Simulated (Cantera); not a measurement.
A closed system holds: 1 mol PbO, 2.2 mol H₂, held at 877 °C.

Cantera equilibrium calculation (NASA polynomials, part measured and part estimated; ideal gas, pure solids and liquids). Candidate condensed phases: H₂O, Pb, PbO, PbO₂, Pb₃O₄; 12 gas species. The numbers say what is thermodynamically allowed, not how fast it happens.

Task: Which condensed phases are stable at each of these points (P (Pa)): 10, 36, 130, 460, 1700, 6000, 22000, 77000, 280000, 1000000?

Result: 
```
P (Pa)   condensed phases  Pb condensed (%)
-------  ----------------  ----------------
10               gas only               0.0
36               gas only               0.0
130                 Pb(l)              36.9
460                 Pb(l)              85.2
1700                Pb(l)              96.2
6000                Pb(l)              98.9
22000               Pb(l)              99.7
77000               Pb(l)              99.9
280000              Pb(l)             100.0
1000000             Pb(l)             100.0
```

From 10.0 Pa to 36.0 Pa nothing is condensed. From 1.30 mbar to 10.0 bar the condensed part is Pb(l).
